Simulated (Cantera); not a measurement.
Charge: 1 mol Al, 3 mol Cl2, 1.1 mol N2, held at 0.133 bar.

These are equilibrium values from Cantera (NASA tables, ideal gas, pure condensed phases), not measurements of a reactor. Candidate condensed phases: Al, AlCl3, AlN; 11 gas species. The numbers say what is thermodynamically allowed, not how fast it happens.

log p: log10 of the partial pressure in bar; nothing condenses.

```json
[
 {"T (K)": "900", "log p Cl2": "-1.25", "log p N2": "-1.39", "log p AlCl3": "-1.44", "log p Cl": "-4.76", "log p Al2Cl6": "-3.22"},
 {"T (K)": "925", "log p Cl2": "-1.25", "log p N2": "-1.39", "log p AlCl3": "-1.44", "log p Cl": "-4.56", "log p Al2Cl6": "-3.39"},
 {"T (K)": "950", "log p Cl2": "-1.25", "log p N2": "-1.39", "log p AlCl3": "-1.44", "log p Cl": "-4.38", "log p Al2Cl6": "-3.56"},
 {"T (K)": "975", "log p Cl2": "-1.26", "log p N2": "-1.39", "log p AlCl3": "-1.44", "log p Cl": "[?]", "log p Al2Cl6": "[?]"},
 {"T (K)": "1000", "log p Cl2": "-1.26", "log p N2": "-1.39", "log p AlCl3": "-1.43", "log p Cl": "-4.04", "log p Al2Cl6": "-3.87"},
 {"T (K)": "1025", "log p Cl2": "-1.26", "log p N2": "-1.39", "log p AlCl3": "-1.43", "log p Cl": "-3.88", "log p Al2Cl6": "-4.02"},
 {"T (K)": "1050", "log p Cl2": "-1.26", "log p N2": "-1.39", "log p AlCl3": "-1.43", "log p Cl": "-3.73", "log p Al2Cl6": "-4.15"},
 {"T (K)": "1075", "log p Cl2": "-1.26", "log p N2": "-1.39", "log p AlCl3": "-1.43", "log p Cl": "-3.59", "log p Al2Cl6": "-4.29"},
 {"T (K)": "1100", "log p Cl2": "-1.26", "log p N2": "-1.39", "log p AlCl3": "-1.43", "log p Cl": "-3.45", "log p Al2Cl6": "-4.41"},
 {"T (K)": "1125", "log p Cl2": "-1.26", "log p N2": "-1.39", "log p AlCl3": "-1.43", "log p Cl": "[?]", "log p Al2Cl6": "[?]"},
 {"T (K)": "1150", "log p Cl2": "-1.26", "log p N2": "-1.39", "log p AlCl3": "-1.43", "log p Cl": "-3.19", "log p Al2Cl6": "-4.64"}
]
```

Problem. Some entries are withheld; supply them.

Solution. 
- 1125, log p Cl: -3.32
- 1125, log p Al2Cl6: -4.53
- 975, log p Cl: -4.20
- 975, log p Al2Cl6: -3.72
